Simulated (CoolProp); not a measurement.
Vapour-liquid equilibrium of R152A (1) + n-pentane (2) at 349.7 K; x and y are mole fractions of (1).

Values from CoolProp's multi-fluid Helmholtz-energy mixture model, Outcalt 1996 and Thol 2019; pair parameters Bell 2016.

| x | bubble pressure, mixture model (MPa) | bubble pressure, Raoult's law (MPa) | y, mixture model | y, Raoult's law |
|---|---|---|---|---|
| 0.05 | 0.5457 | 0.4291 | 0.374 | 0.254 |
| 0.2 | 1.024 | 0.7050 | 0.669 | 0.617 |
| 0.35 | 1.336 | 0.9809 | 0.756 | 0.777 |
| 0.5 | 1.556 | 1.257 | 0.805 | 0.866 |
| 0.65 | 1.743 | 1.533 | 0.847 | 0.923 |
| 0.8 | 1.928 | 1.809 | 0.897 | 0.963 |
| 0.95 | 2.117 | 2.085 | 0.968 | 0.992 |

The largest gap from Raoult's law is +45.2 % in bubble pressure, at x = 0.2. No azeotrope shows between x = 0.05 and 0.95.

The pair parameters rest on a limited set of measurements; away from them the model extrapolates.
